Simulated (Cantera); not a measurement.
Charge: 1 mol MgCO3, 0.24 mol O2, 1.9 mol CO2, at 0.0140 bar.

Equilibrium computed with Cantera from the NASA thermochemical tables; the gas is ideal and each condensed phase is pure. Candidate condensed phases: C, Mg, MgCO3, MgO; 15 gas species. Rates play no part.

log p: log10 of the partial pressure in bar; n: condensed amount in mol.

| T (°C) | log p CO2 | log p O2 | log p CO | log p O | n MgO(s) |
|---|---|---|---|---|---|
| 400 | -1.89 | -2.97 | <-13 | <-13 | 1.00 |
| 500 | -1.89 | -2.97 | <-13 | <-13 | 1.00 |
| 600 | -1.89 | -2.97 | -12.77 | (withheld) | 1.00 |
| 700 | -1.89 | -2.97 | -11.03 | (withheld) | 1.00 |
| 800 | -1.89 | -2.97 | -9.61 | (withheld) | 1.00 |
| 900 | -1.89 | -2.97 | -8.44 | (withheld) | 1.00 |
| 1000 | -1.89 | -2.97 | -7.46 | (withheld) | 1.00 |
| 1100 | -1.89 | -2.97 | -6.62 | (withheld) | 1.00 |
| 1200 | -1.89 | -2.97 | -5.89 | (withheld) | 1.00 |
| 1300 | -1.89 | -2.97 | -5.26 | (withheld) | 1.00 |
| 1400 | -1.89 | -2.97 | -4.71 | (withheld) | 1.00 |
| 1500 | -1.89 | -2.96 | -4.22 | (withheld) | 1.00 |
| 1600 | -1.90 | -2.94 | -3.80 | (withheld) | 1.000 |
| 1700 | -1.91 | -2.91 | -3.43 | (withheld) | 1.000 |

Problem. Some entries are withheld; supply them.

Solution. 
- 600, log p O: -13.21
- 700, log p O: -11.65
- 800, log p O: -10.39
- 900, log p O: -9.34
- 1000, log p O: -8.45
- 1100, log p O: -7.70
- 1200, log p O: -7.04
- 1300, log p O: -6.47
- 1400, log p O: -5.96
- 1500, log p O: -5.51
- 1600, log p O: -5.10
- 1700, log p O: -4.72
